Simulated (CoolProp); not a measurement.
R1123 at several states: density (kg/m³) from the reference equation and from simpler models built on Tc = 58.6 °C, pc = 4549 kPa, ω = 0.243; each cubic takes its own stable root.

Model: reference Helmholtz-energy equation of state, Akasaka 2020, in CoolProp.

```tsv
T (°C)	p (kPa)	phase	reference
-62.75	1450	liquid	1352
-44.85	5260	liquid	1306
179.05	2120	gas	48.80
```

### Question
How far does each simpler model (van der Waals, Redlich-Kwong, Soave-Redlich-Kwong, Peng-Robinson) lie from the reference over these 3 states: mean and median of the absolute difference, and the worst?

### Answer
- van der Waals: mean 26.3 %, median 38.2 %, worst -39.4 % at -62.75 °C and 1450 kPa
- Redlich-Kwong: mean 7.9 %, median 11.3 %, worst -11.4 % at -62.75 °C and 1450 kPa
- Soave-Redlich-Kwong: mean 5.9 %, median 8.5 %, worst -8.7 % at -62.75 °C and 1450 kPa
- Peng-Robinson: mean 2.4 %, median 3.2 %, worst +3.4 % at -44.85 °C and 5260 kPa
